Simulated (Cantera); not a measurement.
Input (Python, Cantera) and output of one run.

```python
import numpy as np
import cantera as ct

gas_names = """
    Cu CuO Cu2 H HNO HNO2 HNO3 HO2 H2 H2O H2O2 N NH NH2 NH3 NH2OH NO NO2 NO3 N2 N2H2 N2H4 N2O O OH O2 O3
""".split()
cond_names = """
    Cu(cr) Cu(L) CuO(s) CuO2H2(s) Cu2O(s) Cu2O(L) H2O(s) H2O(L)
""".split()


def load(file, names, dense=False):
    # The tables refer to 1 bar. Condensed volumes are neglected.
    table = {s.name: s for s in ct.Species.list_from_file(file)}
    out = []
    for n in names:
        d = dict(table[n].input_data)
        d["thermo"] = dict(d["thermo"], **{"reference-pressure": 1e5})
        if dense:
            d["equation-of-state"] = {"model": "constant-volume", "density": "1e6 g/cm^3"}
        out.append(ct.Species.from_dict(d))
    return out


gas = ct.Solution(thermo="ideal-gas", species=load("nasa_gas.yaml", gas_names))
cond = {s.name: ct.Solution(thermo="fixed-stoichiometry", species=[s], name=s.name)
        for s in load("nasa_condensed.yaml", cond_names, dense=True)}
atoms = {
    'Cu2O': {'Cu': 2, 'O': 1},
    'H2': {'H': 2},
    'N2': {'N': 2},
}
top_T = {'CuO(s)': 1390}  # K; cautious upper limits of use, not melting points


def equilibrate(T, P, feed):
    n = {}
    for name, mol in feed.items():
        for a, k in atoms[name].items():
            n[a] = n.get(a, 0.0) + k * mol
    gas.TPX = T, P, n
    mass = sum(n.values()) * gas.mean_molecular_weight
    gas.equilibrate("TP")
    valid = [c for c in cond.values() if c.min_temp <= T <= top_T.get(c.name, c.max_temp)]
    mix = ct.Mixture([(gas, mass / gas.mean_molecular_weight)] + [(c, 0.0) for c in valid])
    mix.T, mix.P = T, P
    mix.equilibrate("TP", solver="vcs", rtol=1e-11, max_steps=5000)
    return mix


results = []
feed = {'Cu2O': 1, 'H2': 1.4, 'N2': 0.92}  # mol
T = 650  # K
P = 6400  # Pa
mix = equilibrate(T, P, feed)
results.append((T, P, feed, dict(zip(mix.species_names, mix.species_moles))))
x = sorted(zip(gas.X, gas.species_names), reverse=True)
print(f"T = {T:g} K  P = {P:g} Pa  gas = {mix.phase_moles(0):.4g} mol")
print("   x: " + "  ".join(f"{s} {v:.3e}" for v, s in x if v > 0.0001))
print("   condensed (mol): " + ("  ".join(f"{mix.phase(i).name} {mix.phase_moles(i):.4g}"
      for i in range(1, mix.n_phases) if mix.phase_moles(i) > 1e-12) or "none"))
```

It prints:

```
T = 650 K  P = 6400 Pa  gas = 2.32 mol
   x: H2O 4.311e-01  N2 3.965e-01  H2 1.723e-01
   condensed (mol): Cu(cr) 2
```

Cantera equilibrium calculation (NASA polynomials, part measured and part estimated; ideal gas, pure solids and liquids).
